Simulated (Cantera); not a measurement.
A closed system holds: 1 mol Zr, 5.4 mol N₂O, 66 mol N₂, equilibrated at 2400 K and 0.133 bar.

Method: chemical equilibrium by Gibbs-energy minimisation in Cantera with the NASA 1993 tables (ideal gas, pure condensed phases). Candidate condensed phases: Zr, ZrN, ZrO₂; 13 gas species. Rates play no part.

Base state: N₂ 0.972, O₂ 0.0185, NO 0.00630, O 0.00323 (mole fractions); condensed: ZrO₂(tetragonal).

Problem. What changes in the equilibrium state with this change: Zr replaced by Nb?

Solution. 
```csv
species,before,after
N₂,0.972,0.975
O₂,0.0185,0.0156
NO,0.00630,0.00581
NbO₂,0,0.000680
O,0.00323,0.00297
"ZrO₂(tetragonal), mol",1.000,0
"Nb₂O₅(l), mol",0,0.475
```
Condensed phases not in the tables: the oxides between NbO₂ and Nb₂O₅. Further candidate phases: Nb, NbO, NbO₂, Nb₂O₅.

Problem. What changes in the equilibrium state with this change: pressure from 0.133 bar to 0.580 Pa?

Solution. 
```
species                 before     after
---------------------  -------  --------
N₂                       0.972     0.937
O                      0.00323    0.0489
ZrO₂                   5.67e-7   0.00793
O₂                      0.0185  0.000184
ZrO                      <1e-9   0.00520
N                      3.01e-7   4.48e-5
NO                     0.00630  0.000618
ZrO₂(tetragonal), mol    1.000         0
```
